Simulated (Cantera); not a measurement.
Cantera with NASA thermochemical tables; ideal gases at 1 bar, condensed phases pure. Values are per mole of reaction as written; species without (g) are pure solids or liquids, kept so even where they would boil at 1 bar. TaC: taken at fixed stoichiometry.

Ta + CO2(g) = 2 O(g) + TaC, with ΔH° = 747.8 kJ and ΔS° = 109.4 J/K at 300 K.

Q: How far is the shortcut ΔG° ≈ ΔH°(300 K) − T·ΔS°(300 K) from the full temperature-dependent value at 623, 723, 823, 923, 1023, 1123, 1223, 1323, 1423 K?

A: 
| T (K) | shortcut (kJ) | full (kJ) | difference (kJ) | difference in log10 K |
|---|---|---|---|---|
| 623 | 679.7 | 677.4 | 2.3 | -0.19 |
| 723 | 668.7 | 665.1 | 3.6 | -0.26 |
| 823 | 657.8 | 652.7 | 5.1 | -0.32 |
| 923 | 646.9 | 640.1 | 6.8 | -0.38 |
| 1023 | 635.9 | 627.4 | 8.5 | -0.44 |
| 1123 | 625.0 | 614.6 | 10.4 | -0.48 |
| 1223 | 614.1 | 601.7 | 12.4 | -0.53 |
| 1323 | 603.1 | 588.7 | 14.4 | -0.57 |
| 1423 | 592.2 | 575.6 | 16.5 | -0.61 |
The shortcut ignores the heat-capacity change of the reaction.
